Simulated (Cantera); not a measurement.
An adiabatic, constant-pressure homogeneous reactor starts with H2 : O2 : N2 = 1 : 1.47 : 5.53 (molar parts), at 1200 K and 750 Torr. Integrator tolerance rtol = 1e-08.

Detailed kinetics in Cantera: the H2/O2 subset of GRI-Mech 3.0, which has no nitrogen chemistry.

### Question
What does this change do: initial temperature 1200 to 1475 K?

### Answer
| quantity | before | after |
|---|---|---|
| time of steepest temperature rise | 52.4 µs | 17.1 µs |
| temperature at 3.00 s | 2077 K | 2302 K |
| equilibrium temperature | 2077 K | 2302 K |
| x(H2) at 3.00 s | 0.000186 (gas-phase equilibrium 0.000186) | 0.000763 (gas-phase equilibrium 0.000763) |
| x(O2) at 3.00 s | 0.128 (gas-phase equilibrium 0.128) | 0.127 (gas-phase equilibrium 0.127) |
| x(H2O2) at 3.00 s | 1.12e-7 (gas-phase equilibrium 1.12e-7) | 2.03e-7 (gas-phase equilibrium 2.03e-7) |
| x(OH) at 3.00 s | 0.00299 (gas-phase equilibrium 0.00299) | 0.00739 (gas-phase equilibrium 0.00739) |
| x(O) at 3.00 s | 0.000425 (gas-phase equilibrium 0.000425) | 0.00180 (gas-phase equilibrium 0.00180) |
